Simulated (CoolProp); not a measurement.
Vapour pressure (MPa) of dodecamethylpentasiloxane (MD3M): the reference equation beside estimates from Tc = 628.0 K, pc = 0.9540 MPa, ω = 0.730. Clausius-Clapeyron is anchored at 515.9 K with a constant enthalpy of vaporisation of 40.56 kJ/mol.

Model: reference Helmholtz-energy equation of state, Thol 2019, in CoolProp.

| T (K) | reference | Lee-Kesler | Clausius-Clapeyron | van der Waals | Redlich-Kwong | Soave-Redlich-Kwong | Peng-Robinson |
|---|---|---|---|---|---|---|---|
| 501.8 | 0.09851 | 0.09777 | 0.1035 | 0.3637 | 0.2326 | 0.09951 | 0.1002 |
| 515.9 | 0.1350 | 0.1340 | 0.1350 | 0.4130 | 0.2825 | 0.1368 | 0.1370 |
| 530 | 0.1813 | 0.1798 | 0.1736 | 0.4662 | 0.3391 | 0.1841 | 0.1838 |
| 544.1 | 0.2390 | 0.2372 | 0.2204 | 0.5236 | 0.4031 | 0.2433 | 0.2423 |
| 558.2 | 0.3102 | 0.3080 | 0.2764 | 0.5851 | 0.4746 | 0.3163 | 0.3145 |
| 572.3 | 0.3969 | 0.3946 | 0.3429 | 0.6509 | 0.5542 | 0.4051 | 0.4024 |
| 586.4 | 0.5018 | 0.4996 | 0.4209 | 0.7210 | 0.6422 | 0.5117 | 0.5085 |
| 600.5 | 0.6280 | 0.6266 | 0.5116 | 0.7956 | 0.7389 | 0.6386 | 0.6354 |

Absolute difference from the reference over all 8 rows, mean and median: Lee-Kesler 0.6 and 0.7 %, Clausius-Clapeyron 9.5 and 9.3 %, van der Waals 121.8 and 103.8 %, Redlich-Kwong 67.4 and 60.8 %, Soave-Redlich-Kwong 1.7 and 1.7 %, Peng-Robinson 1.4 and 1.4 %.
